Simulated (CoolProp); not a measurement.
Computed with CoolProp (reference Helmholtz-energy equation of state, Lemmon 2016).

Task: For R115, give the phase and the density (kg/m³), isothermal compressibility (1/MPa) at 364.6 K and 453 kPa; 364.6 K and 4140 kPa.

Result: 
- 364.6 K and 453 kPa: gas; density 24.1, isothermal compressibility 2.31
- 364.6 K and 4140 kPa: supercritical; density 730, isothermal compressibility 0.522
